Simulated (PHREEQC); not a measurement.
TMAH is added in steps, without added water, to 1 kg of water holding 0.001 mol/kgw KOH, 0.017 mol/kgw CO2 and 0.039 mol/kgw Na2CO3, at 25 °C. O2 is buffered at 0.21 atm. The system is closed to CO2. Nothing may precipitate in this run.

Base run: PHREEQC, ion-association model, phreeqc.dat. Each further column changes one thing. The table gives pH.

| TMAH added (mol) | base | all activity coefficients set to 1 | Debye-Hückel limiting law | metal-ligand complexes left out | Davies equation for every ion |
|---|---|---|---|---|---|
| 0 | 9.70 | 9.84 | 9.60 | 9.86 | 9.70 |
| 0.0057 | 9.88 | 10.03 | 9.76 | 10.02 | 9.87 |
| 0.01045 | 10.02 | 10.18 | 9.89 | 10.16 | 10.02 |
| 0.01615 | 10.21 | 10.38 | 10.07 | 10.34 | 10.21 |
| 0.02185 | 10.44 | 10.62 | 10.29 | 10.56 | 10.43 |
| 0.02755 | 10.75 | 10.94 | 10.60 | 10.86 | 10.75 |
| 0.0323 | 11.15 | 11.32 | 11.02 | 11.22 | 11.16 |
| 0.038 | 11.63 | 11.78 | 11.55 | 11.64 | 11.65 |

(CH3)4N+ isn't in the database: it is added as a free cation with an ion size of 4 Å.
